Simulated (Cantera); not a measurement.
What does this Cantera script print?

```python
import numpy as np
import cantera as ct

gas_names = [...]  # 62 gases of nasa_gas.yaml made of B, F, H, N, O
cond_names = """
    B(b) B(L) BN(s) B2O3(L) B3O3H3(cr) H2O(s) H2O(L)
""".split()


# ... load() reads the species with a 1 bar reference pressure and builds the phases ...
atoms = {
    'BF3': {'B': 1, 'F': 3},
    'NH3': {'N': 1, 'H': 3},
    'N2': {'N': 2},
    'O2': {'O': 2},
}
top_T = {'BN(s)': 3200}  # K; cautious upper limits of use, not melting points


# ... equilibrate(T, P, feed) seeds the gas with the atoms and calls Mixture.equilibrate('TP', solver="vcs", rtol=1e-11, max_steps=5000) ...
results = []
feed = {'BF3': 1, 'NH3': 0.16, 'N2': 20, 'O2': 0.1}  # mol
P = 13332.2  # Pa
for T in [775, 875, 975, 1075, 1175, 1275, 1375, 1475, 1575, 1675]:
    mix = equilibrate(T, P, feed)
    results.append((T, P, feed, dict(zip(mix.species_names, mix.species_moles))))

top = {s: max(r[3][s] / sum(r[3][g] for g in gas_names) for r in results) for s in gas_names}
cols = sorted((s for s in top if top[s] > 1e-05), key=lambda s: -top[s])[:9]
seen = [c for c in cond_names if any(r[3].get(c, 0) > 1e-12 for r in results)]
print("log10 of partial pressures in bar; condensed amounts in mol")
print(f"{'T/K':>10s}" + "".join(f"{s[:9]:>10s}" for s in cols + seen))
for T, P, feed, n in results:
    ng = sum(n[g] for g in gas_names)
    print(f"{T:10.4g}" + "".join(f"{np.log10(max(n[s] / ng * P / 1e5, 1e-99)):10.3f}" for s in cols)
          + "".join(f"{n.get(c, 0):10.4g}" for c in seen))
```

Output:

```
log10 of partial pressures in bar; condensed amounts in mol
       T/K        N2       BF3        HF       BOF       H2O    B3O3F3        H2       BF2      HBO2
       775    -0.902    -2.243    -2.969    -8.041    -3.148    -3.749    -3.602   -14.179    -8.989
       875    -0.902    -2.256    -2.858    -6.578    -3.256    -3.637    -3.603   -12.204    -7.672
       975    -0.902    -2.266    -2.782    -5.424    -3.375    -3.563    -3.603   -10.626    -6.654
      1075    -0.902    -2.275    -2.730    -4.495    -3.501    -3.524    -3.603    -9.336    -5.857
      1175    -0.903    -2.282    -2.692    -3.749    -3.641    -3.559    -3.603    -8.262    -5.251
      1275    -0.904    -2.290    -2.661    -3.202    -3.840    -3.828    -3.605    -7.361    -4.903
      1375    -0.905    -2.298    -2.629    -2.957    -4.220    -4.719    -3.606    -6.600    -5.042
      1475    -0.905    -2.303    -2.612    -2.916    -4.744    -5.998    -3.608    -5.930    -5.520
      1575    -0.905    -2.305    -2.607    -2.910    -5.249    -7.196    -3.612    -5.336    -6.004
      1675    -0.905    -2.306    -2.604    -2.908    -5.701    -8.259    -3.623    -4.818    -6.440
```

These are equilibrium values from Cantera (NASA tables, ideal gas, pure condensed phases), not measurements of a reactor. The tables' values for BF2 are old estimates; treat these amounts as uncertain. Gases not in the tables: H3BO3.
